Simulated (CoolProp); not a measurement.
Aqueous lithium chloride as a coolant, at 3 °C, 1 atm.

Model: Melinder's fits for secondary coolants, in CoolProp.

| mass % | freezing point (°C) | density (kg/m³) | viscosity (mPa s) | conductivity (W/(m K)) | cp (kJ/(kg K)) |
|---|---|---|---|---|---|
| 4.9 | -4.9 | 1029 | 1.86 | 0.557 | 3.919 |
| 6.3 | -6.7 | 1037 | 1.94 | 0.555 | 3.840 |
| 7.7 | -8.7 | 1046 | 2.03 | 0.552 | 3.763 |
| 9.2 | -10.9 | 1054 | 2.14 | 0.549 | 3.681 |
| 10.6 | -13.3 | 1063 | 2.24 | 0.546 | 3.606 |
| 12 | -16.1 | 1071 | 2.36 | 0.544 | 3.532 |
| 13.4 | -19.4 | 1079 | 2.49 | 0.541 | 3.460 |
| 14.8 | -23.3 | 1088 | 2.63 | 0.538 | 3.389 |
| 16.2 | -27.9 | 1096 | 2.78 | 0.536 | 3.321 |
| 17.6 | -33.3 | 1105 | 2.95 | 0.533 | 3.256 |
